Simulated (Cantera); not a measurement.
Input (Python, Cantera) and output of one run.

```python
import numpy as np
import cantera as ct

gas_names = """
    SiBr4 Br2 Si
""".split()
cond_names = """

""".split()


# ... load() reads the species with a 1 bar reference pressure and builds the phases ...
species = {s.name: s for s in load("nasa_gas.yaml", gas_names) + load("nasa_condensed.yaml", cond_names)}
# Each term lists the table entries of one substance; the one whose range holds T is used.
reactions = {
    'SiBr4(g) = 2 Br2(g) + Si(g)':
        [(-1, ['SiBr4']), (2, ['Br2']), (1, ['Si'])],
}


def pick(names, T):
    return next(species[n] for n in names if species[n].thermo.min_temp <= T <= species[n].thermo.max_temp)


results = []
for label, terms in reactions.items():
    print(label)
    print("     T/K   dH/kJ  dS/(J/K)   dG/kJ   log10 K")
    for T in [1248, 1298, 1348, 1398, 1448, 1498, 1548, 1598, 1648]:
        used = [(nu, pick(names, T)) for nu, names in terms]
        dH = sum(nu * s.thermo.h(T) for nu, s in used) / 1e6
        dS = sum(nu * s.thermo.s(T) for nu, s in used) / 1e3
        dG = dH - T * dS / 1e3
        logK = -dG * 1e6 / (ct.gas_constant * T * np.log(10))
        results.append((label, T, dH, dS, dG, logK, [s.name for _, s in used]))
        print(f"{T:8g} {dH:8.1f} {dS:8.1f} {dG:8.1f} {logK:8.2f}")
```

Output:

```
SiBr4(g) = 2 Br2(g) + Si(g)
     T/K   dH/kJ  dS/(J/K)   dG/kJ   log10 K
    1248    918.7    267.7    584.6   -24.47
    1298    918.1    267.2    571.2   -22.99
    1348    917.6    266.9    557.9   -21.62
    1398    917.1    266.5    544.6   -20.35
    1448    916.6    266.1    531.2   -19.16
    1498    916.1    265.8    517.9   -18.06
    1548    915.6    265.5    504.7   -17.03
    1598    915.1    265.1    491.4   -16.06
    1648    914.6    264.9    478.2   -15.16
```

Source: NASA polynomial tables (part measured, part estimated), evaluated in Cantera. Condensed species are held in their standard states even where they would react or evaporate.
